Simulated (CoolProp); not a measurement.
Vapour-liquid equilibrium of cyclohexane (1) + ethylbenzene (2) at 0.363 MPa; x and y are mole fractions of (1).

The numbers come from the multi-fluid Helmholtz-energy mixture model, Zhou 2014 and Zhou 2012; pair parameters Bell 2016 in CoolProp.

### Question
Give the bubble temperature and the first vapour's composition at x = 0.05, 0.2, 0.65. Is there an azeotrope?

### Answer
x = 0.05: 458.5 K, y = 0.144; x = 0.2: 443.5 K, y = 0.460; x = 0.65: 415.8 K, y = 0.860. No azeotrope shows between x = 0.05 and 0.95.

Pair parameters are fitted to limited data, so mixtures are less certain than the pure fluids.
